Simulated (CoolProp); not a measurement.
The numbers come from the reference Helmholtz-energy equation of state, Span 1996 in CoolProp.

### Question
For carbon dioxide, give the phase and the cp (kJ/(kg K)), Joule-Thomson coefficient (K/MPa) at 324.7 K and 0.592 bar.

### Answer
- 324.7 K and 0.592 bar: gas; cp 0.874, Joule-Thomson coefficient 8.82
